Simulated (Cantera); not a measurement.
# CH3SiH3 + C3H8 + H2 (silicon carbide growth)

Charge: 1 mol CH3SiH3, a varied amount of C3H8, 42 mol H2, at 1900 °C and 21.8 Torr.

Equilibrium computed with Cantera from the NASA thermochemical tables; the gas is ideal and each condensed phase is pure. Candidate condensed phases: C, C6H6, C7H8, C8H18, Si, SiC; 87 gas species. The feed counts by its element totals alone. Gases not in the tables: Si2H6 and higher silanes. Kinetics and transport are ignored.

From 0.014 mol C3H8 to 0.041 mol C3H8 the condensed part is SiC(s). From 0.058 mol C3H8 to 0.48 mol C3H8 the condensed part is C(graphite) + SiC(s). The main Si-bearing gas is Si throughout.

| n(C3H8) (mol) | x H2 | x H | x C2H2 (acetylene) | x Si | x SiH | x SiC2 | n SiC(s) | n C(graphite) |
|---|---|---|---|---|---|---|---|---|
| 0.014 | 0.969 | 0.0279 | 0.00118 | 0.00130 | 0.000102 | 6.20e-5 | 0.925 | 0 |
| 0.02 | 0.969 | 0.0279 | 0.00133 | 0.00123 | 9.59e-5 | 6.58e-5 | 0.929 | 0 |
| 0.029 | 0.969 | 0.0279 | 0.00156 | 0.00113 | 8.84e-5 | 7.14e-5 | 0.934 | 0 |
| 0.041 | 0.969 | 0.0279 | 0.00189 | 0.00103 | 8.04e-5 | 7.85e-5 | 0.939 | 0 |
| 0.058 | 0.969 | 0.0279 | 0.00214 | 0.000965 | 7.55e-5 | 8.36e-5 | 0.942 | 0.0239 |
| 0.083 | 0.969 | 0.0279 | 0.00214 | 0.000965 | 7.55e-5 | 8.36e-5 | 0.942 | 0.0986 |
| 0.12 | 0.969 | 0.0279 | 0.00214 | 0.000965 | 7.55e-5 | 8.36e-5 | 0.942 | 0.209 |
| 0.17 | 0.969 | 0.0279 | 0.00214 | 0.000965 | 7.55e-5 | 8.36e-5 | 0.942 | 0.358 |
| 0.24 | 0.969 | 0.0279 | 0.00214 | 0.000965 | 7.55e-5 | 8.36e-5 | 0.941 | 0.567 |
| 0.34 | 0.969 | 0.0279 | 0.00214 | 0.000965 | 7.55e-5 | 8.36e-5 | 0.941 | 0.866 |
| 0.48 | 0.969 | 0.0279 | 0.00214 | 0.000965 | 7.55e-5 | 8.36e-5 | 0.940 | 1.28 |
x: gas mole fraction; n: condensed amount in mol.
